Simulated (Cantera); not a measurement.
Charge: 1 mol Si, 3.8 mol Br₂, 5.2 mol H₂, held at 1698 K and 75.0 Torr.

Method: chemical equilibrium by Gibbs-energy minimisation in Cantera with the NASA 1993 tables (ideal gas, pure condensed phases). Candidate condensed phases: Br₂, Si; 19 gas species. The tables' values for SiBr₃, SiBr are old estimates; treat these amounts as uncertain. Equilibrium is a limit: real reactors are often held back by kinetics, nucleation or transport.

Base state: HBr 0.577, H₂ 0.287, SiBr₂ 0.0984, Br 0.0255, SiBr₃ 0.00688, SiBr₄ 0.00499, SiHBr₃ 0.000305, H 0.000245 (mole fractions); condensed: gas only.

Q: What changes in the equilibrium state with this change: temperature from 1698 K to 923 K?

A: 
```json
[
 {"species": "HBr", "before": "0.577", "after": "0.450"},
 {"species": "H₂", "before": "0.287", "after": "0.425"},
 {"species": "SiBr₄", "before": "0.00499", "after": "0.125"},
 {"species": "SiBr₂", "before": "0.0984", "after": "4.56e-7"},
 {"species": "Br", "before": "0.0255", "after": "1.83e-6"},
 {"species": "H", "before": "0.000245", "after": "<1e-9"},
 {"species": "SiBr", "before": "3.81e-5", "after": "<1e-9"},
 {"species": "Br₂", "before": "0.000113", "after": "7.28e-8"},
 {"species": "SiBr₃", "before": "0.00688", "after": "1.10e-5"},
 {"species": "SiHBr₃", "before": "0.000305", "after": "0.000239"}
]
```
The tables' values for SiBr₃ are old estimates; treat these amounts as uncertain.
